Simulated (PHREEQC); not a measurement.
**Buffer (model solution)**

A solution holds 0.34 mol NaHSO4 and 0.00087 mol NH3 per kg of water, at 25 °C. Closed to the air; pH follows from the charge balance.

Computed with PHREEQC (ion-association model, phreeqc.dat).

Each row changes one thing in this solution. No solid was allowed to form.

| case | pH | ionic strength (mol/kgw) | NH4+ (mol/kgw) |
|---|---|---|---|
| as made | 1.04 | 0.521 | 0.000732 |
| NaHSO4 left out | 10.06 | 0.000117 | 0.000117 |
| diluted 100-fold with water | 2.58 | (withheld) | (withheld) |
| NH3 replaced by (NH4)2CO3 at the same molality | 1.04 | 0.521 | 0.00146 |
| NH3 replaced by NH4HS at the same molality | 1.04 | 0.521 | 0.000732 |
| NaHSO4 replaced by NaBr at the same molality | (withheld) | 0.340 | 0.000177 |

### Question
Fill in the missing entries.

### Answer

- diluted 100-fold with water, ionic strength (mol/kgw): 0.00906
- diluted 100-fold with water, NH4+ (mol/kgw): 8.49e-6
- NaHSO4 replaced by NaBr at the same molality, pH: 10.07

Species that the database lacks are ignored.
